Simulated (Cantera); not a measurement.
A Cantera script and what it prints.

```python
import numpy as np
import cantera as ct

gas_names = """
    B BF BF2 BF3 BN BO BOF BOF2 BO2 B2 B2O B2O2 B2O3 B3O3F3 F FO FO2 F2 F2O N NF NF2 NF3 NO NO2 NO3 N2
    N2O O O2 O3
""".split()
cond_names = """
    B(b) B(L) BN(s) B2O3(L)
""".split()


def load(file, names, dense=False):
    # The tables refer to 1 bar. Condensed volumes are neglected.
    table = {s.name: s for s in ct.Species.list_from_file(file)}
    out = []
    for n in names:
        d = dict(table[n].input_data)
        d["thermo"] = dict(d["thermo"], **{"reference-pressure": 1e5})
        if dense:
            d["equation-of-state"] = {"model": "constant-volume", "density": "1e6 g/cm^3"}
        out.append(ct.Species.from_dict(d))
    return out


gas = ct.Solution(thermo="ideal-gas", species=load("nasa_gas.yaml", gas_names))
cond = {s.name: ct.Solution(thermo="fixed-stoichiometry", species=[s], name=s.name)
        for s in load("nasa_condensed.yaml", cond_names, dense=True)}
atoms = {
    'B2O3': {'B': 2, 'O': 3},
    'F2': {'F': 2},
    'N2': {'N': 2},
}
top_T = {'BN(s)': 3200}  # K; cautious upper limits of use, not melting points


def equilibrate(T, P, feed):
    n = {}
    for name, mol in feed.items():
        for a, k in atoms[name].items():
            n[a] = n.get(a, 0.0) + k * mol
    gas.TPX = T, P, n
    mass = sum(n.values()) * gas.mean_molecular_weight
    gas.equilibrate("TP")
    valid = [c for c in cond.values() if c.min_temp <= T <= top_T.get(c.name, c.max_temp)]
    mix = ct.Mixture([(gas, mass / gas.mean_molecular_weight)] + [(c, 0.0) for c in valid])
    mix.T, mix.P = T, P
    mix.equilibrate("TP", solver="vcs", rtol=1e-11, max_steps=5000)
    return mix


results = []
feed = {'B2O3': 1, 'F2': 1.3, 'N2': 36}  # mol
T = 1750  # K
for P in [1, 3.6, 13, 46, 170, 600, 2200, 7700, 28000, 100000]:
    mix = equilibrate(T, P, feed)
    results.append((T, P, feed, dict(zip(mix.species_names, mix.species_moles))))

top = {s: max(r[3][s] / sum(r[3][g] for g in gas_names) for r in results) for s in gas_names}
cols = sorted((s for s in top if top[s] > 1e-06), key=lambda s: -top[s])[:9]
seen = [c for c in cond_names if any(r[3].get(c, 0) > 1e-12 for r in results)]
print("log10 of partial pressures in bar; condensed amounts in mol")
print(f"{'P/Pa':>10s}" + "".join(f"{s[:9]:>10s}" for s in cols + seen))
for T, P, feed, n in results:
    ng = sum(n[g] for g in gas_names)
    print(f"{P:10.4g}" + "".join(f"{np.log10(max(n[s] / ng * P / 1e5, 1e-99)):10.3f}" for s in cols)
          + "".join(f"{n.get(c, 0):10.4g}" for c in seen))
```

Result:

```
log10 of partial pressures in bar; condensed amounts in mol
      P/Pa        N2       BOF        O2       BF3         F         O        NO      B2O3      BOF2
         1    -5.033    -6.338    -6.861    -7.257    -7.358    -7.557    -8.014   -13.982   -10.649
       3.6    -4.476    -5.792    -6.267    -6.612    -7.160    -7.259    -7.438   -12.990    -9.905
        13    -3.918    -5.239    -5.691    -6.019    -6.996    -6.971    -6.871   -11.926    -9.188
        46    -3.369    -4.693    -5.133    -5.456    -6.849    -6.693    -6.318   -10.849    -8.494
       170    -2.801    -4.126    -4.562    -4.883    -6.702    -6.407    -5.748    -9.721    -7.781
       600    -2.253    -3.579    -4.012    -4.333    -6.564    -6.132    -5.199    -8.629    -7.095
      2200    -1.689    -3.015    -3.447    -3.768    -6.422    -5.849    -4.634    -7.502    -6.389
      7700    -1.145    -2.471    -2.902    -3.224    -6.286    -5.577    -4.090    -6.415    -5.709
   2.8e+04    -0.584    -1.911    -2.342    -2.662    -6.145    -5.297    -3.529    -5.296    -5.008
     1e+05    -0.031    -1.361    -1.789    -2.107    -6.004    -5.020    -2.976    -4.201    -4.317
```

Equilibrium computed with Cantera from the NASA thermochemical tables; the gas is ideal and each condensed phase is pure.
